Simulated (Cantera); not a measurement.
A perfectly stirred reactor is fed with C3H8 : O2 : N2 = 1.4 : 11.1 : 41.8 (molar parts), at 0.520 bar; it is adiabatic with a 325 K inlet, and is followed from long to short residence time, starting on the burning branch (τ in s: 0.088, 0.028, 0.0092, 0.003, 0.00095, 0.00031, 9.9e-05, 3.2e-05, 1e-05).

Cantera simulation using GRI-Mech 3.0 (53 species, 325 reactions); the numbers are that mechanism's predictions, not measurements. GRI-Mech 3.0 was tuned for natural gas; its chemistry of propane as a main component is partial and can be far from experiment.

**Question.** Predict: blow-out, bracketed by the residence times tried; x(C3H8) at τ = 88.0 ms; x(O2) at τ = 88.0 ms; x(NO2) at τ = 88.0 ms; x(CH2) at τ = 88.0 ms; x(OH) at τ = 88.0 ms; x(C3H8) at τ = 0.950 ms; x(O2) at τ = 0.950 ms; x(NO2) at τ = 0.950 ms; x(CH2) at τ = 0.950 ms; x(OH) at τ = 0.950 ms.

**Answer.** 
```json
{
  "blow_out_bracketed_by_the_residence_times_tried": "burning at 0.310 ms, out at 99.0 µs",
  "x(C3H8) at τ = 88.0 ms": "1.27e-6",
  "x(O2) at τ = 88.0 ms": "0.0735",
  "x(NO2) at τ = 88.0 ms": "1.79e-8",
  "x(CH2) at τ = 88.0 ms": "5.07e-8",
  "x(OH) at τ = 88.0 ms": "0.00193",
  "x(C3H8) at τ = 0.950 ms": "3.34e-5",
  "x(O2) at τ = 0.950 ms": "0.0792",
  "x(NO2) at τ = 0.950 ms": "2.25e-9",
  "x(CH2) at τ = 0.950 ms": "1.54e-6",
  "x(OH) at τ = 0.950 ms": "0.00405"
}
```
